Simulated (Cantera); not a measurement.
Input (Python, Cantera) and output of one run.

```python
import numpy as np
import cantera as ct

gas_names = """
    O3 TiO N NO
""".split()
cond_names = """
    Ti4O7(s) Ti4O7(L) Ti2O3(a) Ti2O3(b) Ti2O3(L) Ti(a) Ti(b) Ti(L)
""".split()


def load(file, names, dense=False):
    # The tables refer to 1 bar. Condensed volumes are neglected.
    table = {s.name: s for s in ct.Species.list_from_file(file)}
    out = []
    for n in names:
        d = dict(table[n].input_data)
        d["thermo"] = dict(d["thermo"], **{"reference-pressure": 1e5})
        if dense:
            d["equation-of-state"] = {"model": "constant-volume", "density": "1e6 g/cm^3"}
        out.append(ct.Species.from_dict(d))
    return out


species = {s.name: s for s in load("nasa_gas.yaml", gas_names) + load("nasa_condensed.yaml", cond_names)}
# Each term lists the table entries of one substance; the one whose range holds T is used.
reactions = {
    '3 Ti4O7 = O3(g) + 6 Ti2O3':
        [(-3, ['Ti4O7(s)', 'Ti4O7(L)']), (1, ['O3']), (6, ['Ti2O3(a)', 'Ti2O3(b)', 'Ti2O3(L)'])],
    'TiO(g) + N(g) = NO(g) + Ti':
        [(-1, ['TiO']), (-1, ['N']), (1, ['NO']), (1, ['Ti(a)', 'Ti(b)', 'Ti(L)'])],
}


def pick(names, T):
    return next(species[n] for n in names if species[n].thermo.min_temp <= T <= species[n].thermo.max_temp)


results = []
for label, terms in reactions.items():
    print(label)
    print("     T/K   dH/kJ  dS/(J/K)   dG/kJ   log10 K")
    for T in [300, 1100, 1125, 1150, 1175, 1200, 1225, 1250, 1275, 1300, 1325]:
        used = [(nu, pick(names, T)) for nu, names in terms]
        dH = sum(nu * s.thermo.h(T) for nu, s in used) / 1e6
        dS = sum(nu * s.thermo.s(T) for nu, s in used) / 1e3
        dG = dH - T * dS / 1e3
        logK = -dG * 1e6 / (ct.gas_constant * T * np.log(10))
        results.append((label, T, dH, dS, dG, logK, [s.name for _, s in used]))
        print(f"{T:8g} {dH:8.1f} {dS:8.1f} {dG:8.1f} {logK:8.2f}")
```

It prints:

```
3 Ti4O7 = O3(g) + 6 Ti2O3
     T/K   dH/kJ  dS/(J/K)   dG/kJ   log10 K
     300   1230.6    107.9   1198.2  -208.63
    1100   1275.6    178.9   1078.9   -51.23
    1125   1276.8    179.9   1074.4   -49.88
    1150   1277.9    180.9   1069.9   -48.59
    1175   1279.0    181.8   1065.3   -47.36
    1200   1280.1    182.8   1060.8   -46.17
    1225   1281.1    183.6   1056.2   -45.04
    1250   1282.2    184.5   1051.6   -43.94
    1275   1283.2    185.3   1047.0   -42.89
    1300   1284.3    186.1   1042.3   -41.88
    1325   1285.3    186.9   1037.7   -40.91
TiO(g) + N(g) = NO(g) + Ti
     T/K   dH/kJ  dS/(J/K)   dG/kJ   log10 K
     300   -435.8   -145.3   -392.2    68.29
    1100   -432.1   -140.5   -277.6    13.18
    1125   -431.7   -140.1   -274.1    12.72
    1150   -431.2   -139.7   -270.6    12.29
    1175   -427.2   -136.2   -267.1    11.88
    1200   -427.1   -136.1   -263.7    11.48
    1225   -427.0   -136.0   -260.3    11.10
    1250   -426.8   -135.9   -256.9    10.74
    1275   -426.7   -135.8   -253.5    10.39
    1300   -426.6   -135.7   -250.1    10.05
    1325   -426.4   -135.6   -246.8     9.73
```

Source: NASA polynomial tables (part measured, part estimated), evaluated in Cantera. Condensed species are held in their standard states even where they would react or evaporate.
